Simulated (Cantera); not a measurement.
A Cantera script and its output.

```python
import numpy as np
import cantera as ct

gas = ct.Solution("SiF4_NH3_mec.yaml", "gas")
gas.TPX = 1850, 120000, {'NH3': 1, 'N2': 0.67}
reactor = ct.IdealGasConstPressureReactor(gas, energy="off", clone=False)
net = ct.ReactorNet([reactor])
net.rtol, net.atol = 1e-08, 1e-18
show = ['NH3', 'N2', 'N2H4', 'H2', 'NH', 'N', 'H']
times = np.geomspace(8e-06, 1, 13)

steps = ct.SolutionArray(gas, extra=["t"])
rows = []
print(f"{'t/s':>10s}{'T/K':>9s}{'P/Pa':>11s}" + "".join(f"{s:>11s}" for s in show))
for t in times:
    while net.time < t:
        t_next = net.step()
        steps.append(gas.state, t=t_next)
    rows.append([np.interp(t, steps.t, y) for y in (steps.T, steps.P, *steps(*show).X.T)])
    print(f"{t:10.3e}{rows[-1][0]:9.1f}{rows[-1][1]:11.4g}" + "".join(f"{x:11.3e}" for x in rows[-1][2:]))
rate = np.gradient(steps.T, steps.t)
print("integrator steps:", len(steps.t))
if steps.T.max() > steps.T[0] + 200:
    print(f"time of steepest temperature rise: {steps.t[rate.argmax()]:.4e} s")
gas.TPX = 1850, 120000, {'NH3': 1, 'N2': 0.67}
gas.equilibrate("TP")
print(f"equilibrium (TP): T = {gas.T:.1f} K  " + "  ".join(f"{s} {gas[s].X[0]:.3e}" for s in show))
```

Result:

```
       t/s      T/K       P/Pa        NH3         N2       N2H4         H2         NH          N          H
 8.000e-06   1850.0    1.2e+05  5.988e-01  4.012e-01  8.416e-10  1.027e-05  3.782e-09  7.358e-13  1.081e-07
 2.127e-05   1850.0    1.2e+05  5.987e-01  4.012e-01  6.157e-09  2.764e-05  3.945e-08  1.885e-11  1.099e-07
 5.657e-05   1850.0    1.2e+05  5.986e-01  4.012e-01  4.262e-08  7.704e-05  3.043e-07  2.560e-10  1.252e-07
 1.504e-04   1850.0    1.2e+05  5.983e-01  4.011e-01  2.262e-07  2.650e-04  1.250e-06  1.146e-09  2.300e-07
 4.000e-04   1850.0    1.2e+05  5.972e-01  4.012e-01  4.583e-07  1.140e-03  2.145e-06  3.594e-09  5.830e-07
 1.064e-03   1850.0    1.2e+05  5.944e-01  4.013e-01  4.637e-07  3.831e-03  2.319e-06  8.738e-09  1.370e-06
 2.828e-03   1850.0    1.2e+05  5.868e-01  4.018e-01  4.359e-07  1.091e-02  2.565e-06  2.191e-08  3.359e-06
 7.521e-03   1850.0    1.2e+05  5.675e-01  4.030e-01  3.860e-07  2.907e-02  2.965e-06  5.143e-08  8.291e-06
 2.000e-02   1850.0    1.2e+05  5.206e-01  4.059e-01  3.144e-07  7.311e-02  3.357e-06  9.644e-08  2.014e-05
 5.318e-02   1850.0    1.2e+05  4.208e-01  4.121e-01  2.204e-07  1.667e-01  3.443e-06  1.362e-07  4.723e-05
 1.414e-01   1850.0    1.2e+05  2.604e-01  4.220e-01  1.093e-07  3.172e-01  3.009e-06  1.543e-07  1.020e-04
 3.761e-01   1850.0    1.2e+05  1.017e-01  4.318e-01  2.738e-08  4.662e-01  2.009e-06  1.396e-07  1.920e-04
 1.000e+00   1850.0    1.2e+05  2.385e-02  4.367e-01  2.679e-09  5.392e-01  8.526e-07  8.082e-08  2.963e-04
integrator steps: 1179
equilibrium (TP): T = 1850.0 K  NH3 8.755e-06  N2 4.381e-01  N2H4 5.237e-16  H2 5.615e-01  NH 4.554e-10  N 5.233e-11  H 3.709e-04
```

Computed with Cantera and the gas-phase N/H chemistry of the illustrative SiF4/NH3 mechanism in the Surface Chemkin manual (1991). Walls and surfaces, which speed up NH3 decomposition in real reactors, are not modelled.
